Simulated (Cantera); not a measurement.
**SiH2Cl2 + O3 + H2O (silicon oxide and oxynitride deposition)**

Feed: 1 mol SiH2Cl2, 4.9 mol O3, 8.4 mol H2O, at 13.3 mbar.

Cantera equilibrium calculation (NASA polynomials, part measured and part estimated; ideal gas, pure solids and liquids). Candidate condensed phases: H2O, Si, SiO2; 30 gas species. The tables hold silica as quartz up to 1696 K and as liquid above; real silica turns to tridymite and cristobalite and melts near 1996 K. The numbers say what is thermodynamically allowed, not how fast it happens.

```tsv
T (K)	x H2O	x O2	x HCl	x Cl2	x Cl	x OH	x O	n SiO2(α-quartz)	n SiO2(β-quartz)
798	0.506	0.378	0.112	0.00360	4.64e-6	6.29e-9	<1e-12	1.00	0
873	0.504	0.379	0.116	0.00180	1.63e-5	5.13e-8	1.01e-11	0	1.00
948	0.503	0.379	0.117	0.000975	4.63e-5	3.01e-7	1.58e-10	0	1.00
1023	0.502	0.379	0.118	0.000570	0.000112	1.36e-6	1.66e-9	0	1.00
1098	0.502	0.379	0.118	0.000356	0.000242	5.03e-6	1.26e-8	0	1.00
1173	0.502	0.379	0.118	0.000235	0.000470	1.57e-5	7.45e-8	0	1.00
1248	0.502	0.379	0.118	0.000162	0.000845	4.28e-5	3.55e-7	0	1.00
1323	0.502	0.379	0.118	0.000116	0.00142	0.000104	1.42e-6	0	1.00
1398	0.502	0.378	0.117	8.55e-5	0.00224	0.000231	4.89e-6	0	1.00
1473	0.503	0.378	0.116	6.45e-5	0.00338	0.000470	1.49e-5	0	1.00
```
x: gas mole fraction; n: condensed amount in mol.

At 798 K the condensed part is SiO2(α-quartz). From 873 K to 1473 K the condensed part is SiO2(β-quartz).
